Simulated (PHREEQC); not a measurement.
1 kg of water holding 26 mmol/kgw KCl meets 20 L of dry gas (O2 1 by moles) at fixed total pressure, at 50 °C; fugacities by Peng-Robinson. The gases take part in no redox reaction, some water evaporates into the gas, and hydrates or a liquid gas phase aren't modelled. Precipitation was switched off in this run.

Model: ion-association model, phreeqc.dat, run in PHREEQC.

```json
[
 {"P (atm)": "2", "dissolved O2 (mol/kgw)": "0.00174", "φ of O2": "0.999"},
 {"P (atm)": "5", "dissolved O2 (mol/kgw)": "0.00449", "φ of O2": "0.997"},
 {"P (atm)": "10", "dissolved O2 (mol/kgw)": "0.00900", "φ of O2": "0.994"},
 {"P (atm)": "20", "dissolved O2 (mol/kgw)": "0.0178", "φ of O2": "0.987"},
 {"P (atm)": "30", "dissolved O2 (mol/kgw)": "0.0262", "φ of O2": "0.981"},
 {"P (atm)": "40", "dissolved O2 (mol/kgw)": "0.0344", "φ of O2": "0.976"},
 {"P (atm)": "50", "dissolved O2 (mol/kgw)": "0.0423", "φ of O2": "0.970"},
 {"P (atm)": "75", "dissolved O2 (mol/kgw)": "0.0608", "φ of O2": "0.958"},
 {"P (atm)": "100", "dissolved O2 (mol/kgw)": "0.0778", "φ of O2": "0.947"},
 {"P (atm)": "150", "dissolved O2 (mol/kgw)": "0.108", "φ of O2": "0.929"},
 {"P (atm)": "200", "dissolved O2 (mol/kgw)": "0.134", "φ of O2": "0.917"},
 {"P (atm)": "300", "dissolved O2 (mol/kgw)": "0.177", "φ of O2": "0.905"},
 {"P (atm)": "400", "dissolved O2 (mol/kgw)": "0.210", "φ of O2": "0.909"}
]
```

Away from 25 °C the constants follow the database's enthalpies or fits; those with neither stay at their 25 °C values.
